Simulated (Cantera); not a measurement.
What does this Cantera script print?

```python
import numpy as np
import cantera as ct

gas_names = """
    CL CL2 H HCL H2 Si SiCL SiCL2 SiCL3 SiCL4 SiH SiHCL3 SiH2 SiH2CL2 SiH3 SiH3CL SiH4 Si2 Si3
""".split()
cond_names = """
    Si(cr) Si(L)
""".split()


# ... load() reads the species with a 1 bar reference pressure and builds the phases ...
atoms = {
    'Si': {'Si': 1},
    'HCl': {'H': 1, 'CL': 1},
    'H2': {'H': 2},
    'Cl2': {'CL': 2},
}
top_T = {}  # K; cautious upper limits of use, not melting points


# ... equilibrate(T, P, feed) seeds the gas with the atoms and calls Mixture.equilibrate('TP', solver="gibbs", rtol=1e-10, max_steps=50000) ...
results = []
feed = {'Si': 1, 'HCl': 0.64, 'H2': 6.7, 'Cl2': 0.89}  # mol
P = 101325  # Pa
for T in [500, 600, 700, 800, 900, 1000, 1100, 1200, 1300, 1400, 1500, 1600, 1700]:
    mix = equilibrate(T, P, feed)
    results.append((T, P, feed, dict(zip(mix.species_names, mix.species_moles))))

top = {s: max(r[3][s] / sum(r[3][g] for g in gas_names) for r in results) for s in gas_names}
cols = sorted((s for s in top if top[s] > 1e-05), key=lambda s: -top[s])[:9]
seen = [c for c in cond_names if any(r[3].get(c, 0) > 1e-12 for r in results)]
print("log10 of partial pressures in bar; condensed amounts in mol")
print(f"{'T/K':>10s}" + "".join(f"{s[:9]:>10s}" for s in cols + seen))
for T, P, feed, n in results:
    ng = sum(n[g] for g in gas_names)
    print(f"{T:10.4g}" + "".join(f"{np.log10(max(n[s] / ng * P / 1e5, 1e-99)):10.3f}" for s in cols)
          + "".join(f"{n.get(c, 0):10.4g}" for c in seen))
```

Result:

```
log10 of partial pressures in bar; condensed amounts in mol
       T/K        H2       HCL     SiCL2     SiCL4    SiHCL3     SiCL3   SiH2CL2         H    SiH3CL    Si(cr)     Si(L)
       500    -0.036    -5.758   -12.124    -1.306    -1.381    -8.730    -2.921   -20.175    -5.226    0.3131         0
       600    -0.036    -4.496    -9.311    -1.297    -1.398    -6.878    -2.798   -16.353    -4.908    0.3146         0
       700    -0.036    -3.600    -7.310    -1.289    -1.415    -5.559    -2.722   -13.615    -4.698    0.3166         0
       800    -0.036    -2.932    -5.817    -1.284    -1.432    -4.573    -2.672   -11.556    -4.550    0.3201         0
       900    -0.037    -2.416    -4.663    -1.282    -1.449    -3.812    -2.639    -9.951    -4.441    0.3267         0
      1000    -0.039    -2.009    -3.749    -1.289    -1.471    -3.211    -2.620    -8.663    -4.361    0.3391         0
      1100    -0.042    -1.682    -3.014    -1.312    -1.503    -2.734    -2.615    -7.609    -4.305    0.3586         0
      1200    -0.049    -1.421    -2.420    -1.363    -1.556    -2.363    -2.632    -6.729    -4.271    0.3824         0
      1300    -0.058    -1.218    -1.951    -1.464    -1.646    -2.094    -2.679    -5.985    -4.263    0.4011         0
      1400    -0.070    -1.070    -1.599    -1.647    -1.798    -1.937    -2.771    -5.348    -4.285    0.4025         0
      1500    -0.081    -0.976    -1.364    -1.940    -2.030    -1.903    -2.918    -4.795    -4.339    0.3847         0
      1600    -0.089    -0.927    -1.228    -2.332    -2.334    -1.976    -3.113    -4.309    -4.417    0.3611         0
      1700    -0.093    -0.904    -1.161    -2.769    -2.672    -2.112    -3.333    -3.878    -4.512         0    0.3459
```

Equilibrium computed with Cantera from the NASA thermochemical tables; the gas is ideal and each condensed phase is pure. The tables' values for SiCl3, SiCl are old estimates; treat these amounts as uncertain. Gases not in the tables: Si2H6 and higher silanes.
